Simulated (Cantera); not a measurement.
Charge: 1 mol Pb, 0.15 mol O2, 260 mol N2, at 1325 K and 0.180 bar.

Cantera equilibrium calculation (NASA polynomials, part measured and part estimated; ideal gas, pure solids and liquids). Candidate condensed phases: Pb, PbO, PbO2, Pb3O4; 12 gas species. Gases not in the tables: (PbO)n polymers. Rates play no part.

Base state: N2 0.996, Pb 0.00269, PbO 0.00114 (mole fractions); condensed: gas only.

Problem. What changes in the equilibrium state with this change: O2 from 0.15 to 1.7 mol?

Solution. 
| species | before | after |
|---|---|---|
| N2 | 0.996 | 0.991 |
| O2 | 1.70e-6 | 0.00462 |
| PbO | 0.00114 | 0.00365 |
| Pb | 0.00269 | 0.000164 |
| NO | 1.48e-6 | 7.73e-5 |

Problem. What changes in the equilibrium state with this change: pressure from 0.180 bar to 1.10 mbar?

Solution. 
```csv
species,before,after
N2,0.996,0.996
Pb,0.00269,0.00296
PbO,0.00114,0.000871
O2,1.70e-6,0.000133
NO,1.48e-6,1.31e-5
```
